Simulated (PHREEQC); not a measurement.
# Copper plating or etch bath: speciation

Make-up at 12 °C: 0.0012 mol Cu(NO3)2, 0.0055 mol HBF4 and 6.2e-05 mol NaCl per kg of water. Closed to the air; pH follows from the charge balance.

Computed with PHREEQC (ion-association model, phreeqc.dat).

Precipitation was switched off in this run.

### Question
Predict the pH, ionic strength.

### Answer
pH 2.32; ionic strength 0.00889 mol/kgw.

### Question
In which forms is F present?

### Answer
BF4- 75 %, HF 16 %, BF3OH- 4.5 %, F- 3.2 %, BF2(OH)2- 0.7 % of the F.

Constants without temperature data keep their 25 °C values here. Real BF4- forms and hydrolyses slowly; the run takes it at equilibrium.
